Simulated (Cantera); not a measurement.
# Aluminium nitride and oxide growth: Al + NH3 + H2

Input: 1 mol Al, 4.1 mol NH3, 3.2 mol H2, at 700 °C and 0.133 bar.

Equilibrium computed with Cantera from the NASA thermochemical tables; the gas is ideal and each condensed phase is pure. Candidate condensed phases: Al, AlN; 13 gas species. Equilibrium is a limit: real reactors are often held back by kinetics, nucleation or transport.

```
Property                              Value
--------------------------------  ---------
x(H2)                                 0.858
x(N2)                                 0.142
x(NH3)                              2.79e-5
n(AlN(s))                          1.00 mol
gas amount                        10.90 mol
log10 activity of Al(l) (absent)     -10.68
```
